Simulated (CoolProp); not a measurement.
Vapour-liquid equilibrium of methanol (1) + hexamethyldisiloxane (MM) (2) at 1.74 bar; x and y are mole fractions of (1).

Model: multi-fluid Helmholtz-energy mixture model, de Reuck 1993 and Thol 2016; pair parameters Bell 2016, in CoolProp.

| x | bubble temperature (°C) | y at the bubble point | dew temperature at overall composition x (°C) | liquid density (mol/L) |
|---|---|---|---|---|
| 0.05 | 111.2 | 0.230 | ___ | 4.271 |
| 0.2 | ___ | 0.582 | 112.5 | ___ |
| 0.35 | 85.8 | 0.714 | 105.9 | 6.228 |
| 0.5 | 82.2 | 0.774 | 98.5 | 7.699 |
| 0.65 | 80.5 | ___ | 89.9 | 9.864 |
| 0.8 | 79.5 | 0.856 | 80.9 | 13.34 |
| 0.95 | 78.9 | 0.951 | 78.9 | 19.60 |

### Question
Complete the blanks.

### Answer

- 0.05, dew temperature at overall composition x (°C): 118.5
- 0.2, bubble temperature (°C): 93.9
- 0.2, liquid density (mol/L): 5.145
- 0.65, y at the bubble point: 0.811

No azeotrope shows between x = 0.05 and 0.95.

Pair parameters are fitted to limited data, so mixtures are less certain than the pure fluids.
